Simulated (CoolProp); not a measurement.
n-dodecane along the isotherm 172.95 °C: fugacity coefficient from the reference equation and from simpler models built on Tc = 385.0 °C, pc = 1.818 MPa, ω = 0.574; each cubic takes its own stable root.

Model: reference Helmholtz-energy equation of state, Lemmon 2004, in CoolProp. It is a short technical equation, of lower accuracy than the large ones.

| p (MPa) | phase | reference |
|---|---|---|
| 1.21 | liquid | 0.02779 |
| 2.42 | liquid | 0.01516 |
| 3.64 | liquid | 0.01101 |
| 4.85 | liquid | 0.009009 |
| 6.06 | liquid | 0.007862 |
| 7.27 | liquid | 0.007144 |
| 8.48 | liquid | 0.006675 |
| 9.69 | liquid | 0.006365 |
| 10.9 | liquid | 0.006163 |
| 12.1 | liquid | 0.006042 |
| 13.3 | liquid | 0.005981 |
| 14.5 | liquid | 0.005967 |
| 15.8 | liquid | 0.005998 |
| 17 | liquid | 0.006061 |
| 18.2 | liquid | 0.006154 |

Question: How far does each simpler model (van der Waals, Redlich-Kwong, Peng-Robinson) lie from the reference over these 15 states: mean and median of the absolute difference, and the worst?

Answer: 
- van der Waals: mean 1443.8 %, median 1395.1 %, worst +2236.7 % at 172.95 °C and 18.2 MPa
- Redlich-Kwong: mean 339.8 %, median 339.6 %, worst +408.8 % at 172.95 °C and 18.2 MPa
- Peng-Robinson: mean 8.1 %, median 8.1 %, worst +12.5 % at 172.95 °C and 18.2 MPa
